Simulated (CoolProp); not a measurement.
R236FA along the isobar 3.91 MPa: Z from the reference equation and from simpler models built on Tc = 398.1 K, pc = 3.191 MPa, ω = 0.377; each cubic takes its own stable root.

Computed with CoolProp (reference Helmholtz-energy equation of state, Pan 2012).

```csv
T (K),phase,reference
315.4,liquid,0.1717
322.5,liquid,0.1712
329.5,liquid,0.1709
336.6,liquid,0.1709
343.6,liquid,0.1713
350.7,liquid,0.1721
357.7,liquid,0.1734
364.8,liquid,0.1753
371.8,liquid,0.1780
378.9,liquid,0.1819
385.9,liquid,0.1877
393,liquid,0.1968
400,supercritical,0.2136
```

Task: How far does each simpler model (van der Waals, Soave-Redlich-Kwong) lie from the reference over these 13 states: mean and median of the absolute difference, and the worst?

Result: 
- van der Waals: mean 59.1 %, median 60.7 %, worst +63.4 % at 315.4 K and 3.91 MPa
- Soave-Redlich-Kwong: mean 15.7 %, median 14.2 %, worst +26.0 % at 400 K and 3.91 MPa
